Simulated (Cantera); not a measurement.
# Moist CO burnout

An isothermal, constant-pressure homogeneous reactor starts with CO : O2 : H2O : N2 = 0.0025 : 0.02 : 0.019 : 1 (molar parts), equivalence ratio 0.062, at 1300 K and 5.03 atm.

Model: GRI-Mech 3.0 (53 species, 325 reactions), integrated in Cantera.

```
t (s)         x CO    x O2   x H2O     x OH      x O     x H2    x H2O2
--------  --------  ------  ------  -------  -------  -------  --------
0.000700   0.00233  0.0192  0.0182  1.61e-5  7.28e-6  4.62e-6   1.03e-7
0.00159    0.00153  0.0188  0.0182  3.37e-5  1.34e-5  1.91e-5   1.64e-7
0.00361   0.000656  0.0183  0.0182  2.42e-5  5.57e-6  8.34e-6   7.64e-8
0.00820   0.000183  0.0181  0.0183  1.52e-5  1.58e-6  2.31e-6   2.65e-8
0.0186     3.34e-5  0.0180  0.0183  8.47e-6  3.58e-7  4.49e-7   7.93e-9
0.0423     4.33e-6  0.0180  0.0183  4.37e-6  8.12e-8  7.30e-8   2.14e-9
0.0962     3.78e-7  0.0180  0.0183  2.42e-6  2.38e-8  1.34e-8  6.68e-10
0.218      1.25e-8  0.0180  0.0183  1.77e-6  1.27e-8  5.96e-9  3.62e-10
0.496      1.25e-9  0.0180  0.0183  1.64e-6  1.08e-8  5.32e-9  3.10e-10
1.13       1.22e-9  0.0180  0.0183  1.62e-6  1.06e-8  5.26e-9  3.04e-10
2.56       1.22e-9  0.0180  0.0183  1.62e-6  1.06e-8  5.26e-9  3.04e-10
5.81       1.22e-9  0.0180  0.0183  1.62e-6  1.06e-8  5.26e-9  3.04e-10
13.2       1.22e-9  0.0180  0.0183  1.62e-6  1.06e-8  5.26e-9  3.04e-10
30.0       1.22e-9  0.0180  0.0183  1.62e-6  1.06e-8  5.26e-9  3.04e-10
```
x: mole fraction; the columns are a selection and need not sum to one.

Equilibrium at this temperature and pressure: CO 1.22e-9, O2 0.0180, H2O 0.0183, OH 1.62e-6, O 1.06e-8, H2 5.27e-9, H2O2 3.03e-10 (gas phase only).
